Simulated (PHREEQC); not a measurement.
1 kg of water holding 0.15 mol KCl and 0.018 mol CaCl2 is evaporated at 25 °C; the solids stay in contact with the brine. CO2 from the air is kept out. The run lets Portlandite, Sylvite precipitate or redissolve, and no other solid.

The numbers come from PHREEQC with the Pitzer model, pitzer.dat.

Question: Predict ionic strength, water activity at water left (kg) = 0.5552, 0.3082, 0.01337, 0.005012.

Answer: 
| water left (kg) | ionic strength | water activity |
|---|---|---|
| 0.5552 | 0.367 | 0.990 |
| 0.3082 | 0.662 | 0.982 |
| 0.01337 | 7.28 | 0.803 |
| 0.005012 | 12.2 | 0.632 |

Complexes and solids missing from the database can't appear.
